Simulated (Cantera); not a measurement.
**Fluorocarbon and chlorocarbon gases: CH3Cl + CH4**

Charge: 1 mol CH3Cl, 0.081 mol CH4, at 1330 Pa.

Equilibrium computed with Cantera from the NASA thermochemical tables; the gas is ideal and each condensed phase is pure. Candidate condensed phases: C, C6H6, C7H8, C8H18; 91 gas species. Kinetics and transport are ignored.

From 1800 K to 2700 K the condensed part is C(graphite). The main C-bearing gas is C2H2 (acetylene) throughout. The share of C in condensed phases is highest at 1800 K (100.0 %) and lowest at 2700 K (94.9 %).

```tsv
T (K)	x H2	x HCl	x H	x Cl	x C2H2 (acetylene)	x C2H	n C(graphite)
1800	0.536	0.460	0.00227	0.00149	9.40e-5	3.49e-9	1.08
1875	0.535	0.458	0.00415	0.00269	0.000169	1.56e-8	1.08
1950	0.533	0.455	0.00725	0.00464	0.000291	6.23e-8	1.08
2025	0.529	0.450	0.0121	0.00766	0.000479	2.23e-7	1.08
2100	0.524	0.443	0.0195	0.0121	0.000758	7.30e-7	1.08
2175	0.517	0.433	0.0304	0.0186	0.00115	2.19e-6	1.08
2250	0.507	0.418	0.0458	0.0273	0.00170	6.08e-6	1.07
2325	0.493	0.399	0.0669	0.0389	0.00241	1.57e-5	1.07
2400	0.474	0.375	0.0948	0.0535	0.00330	3.80e-5	1.07
2475	0.449	0.345	0.131	0.0710	0.00437	8.64e-5	1.06
2550	0.418	0.310	0.175	0.0911	0.00556	0.000185	1.05
2625	0.382	0.271	0.227	0.113	0.00681	0.000375	1.04
2700	0.339	0.230	0.287	0.135	0.00800	0.000717	1.03
```
x: gas mole fraction; n: condensed amount in mol.
